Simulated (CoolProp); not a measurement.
Values from CoolProp's reference Helmholtz-energy equation of state, Wagner 2002.

Question: For water, give the phase and the cv (kJ/(kg K)), isothermal compressibility (1/MPa) at 165.95 °C and 12.4 MPa.

Answer: 
- 165.95 °C and 12.4 MPa: liquid; cv 3.44, isothermal compressibility 0.000644
